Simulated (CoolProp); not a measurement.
Vapour-liquid equilibrium of benzene (1) + ethylbenzene (2) at 425.8 K; x and y are mole fractions of (1).

Computed with CoolProp (multi-fluid Helmholtz-energy mixture model, Thol 2012 and Zhou 2012; pair parameters Bell 2016).

### Question
Give the bubble pressure and the first vapour's composition at x = 0.65, 0.8, 0.875. Is there an azeotrope?

### Answer
x = 0.65: 432.4 kPa, y = 0.869; x = 0.8: 509.0 kPa, y = 0.937; x = 0.875: 548.3 kPa, y = 0.964. No azeotrope shows between x = 0.05 and 0.95.

The pair parameters rest on a limited set of measurements; away from them the model extrapolates.
